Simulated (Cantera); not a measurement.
A closed system holds: 1 mol borazine, 3.8 mol H2O, a varied amount of N2, held at 1523.15 K and 2.40 mbar.

Equilibrium computed with Cantera from the NASA thermochemical tables; the gas is ideal and each condensed phase is pure. Candidate condensed phases: B, BN, B2O3, B3O3H3, H2O; 39 gas species. The feed counts by its element totals alone. Mutual solubility and eutectic melting of coexisting phases are not modelled. Kinetics and transport are ignored.

x: gas mole fraction; n: condensed amount in mol.

| n(N2) (mol) | x N2 | x H2 | x B2O3 | x HBO2 | x HBO | x B2O2 | n BN(s) | n B2O3(l) |
|---|---|---|---|---|---|---|---|---|
| 1.7 | 0.295 | 0.663 | 0.0144 | 0.0129 | 0.0118 | 0.00148 | 0.463 | 0.983 |
| 3.4 | 0.396 | 0.565 | 0.0144 | 0.0125 | 0.0104 | 0.00134 | 0.467 | 0.945 |
| 6.6 | 0.522 | 0.441 | 0.0144 | 0.0116 | 0.00877 | 0.00122 | 0.471 | … |
| 13 | 0.661 | 0.306 | 0.0144 | 0.0100 | 0.00703 | 0.00113 | 0.475 | … |
| 26 | 0.782 | 0.188 | 0.0144 | 0.00810 | 0.00536 | 0.00107 | 0.476 | … |
| 51 | 0.866 | 0.107 | 0.0144 | 0.00623 | 0.00398 | 0.00103 | 0.472 | … |
| 100 | 0.926 | 0.0593 | 0.00813 | 0.00319 | 0.00242 | 0.000690 | 0.444 | 0 |
| 200 | 0.961 | 0.0310 | 0.00425 | 0.00151 | 0.00140 | 0.000442 | 0.409 | 0 |

### Question
Fill in the missing entries.

### Answer

- 6.6, n B2O3(l): 0.874
- 13, n B2O3(l): 0.741
- 26, n B2O3(l): 0.486
- 51, n B2O3(l): 0.0209
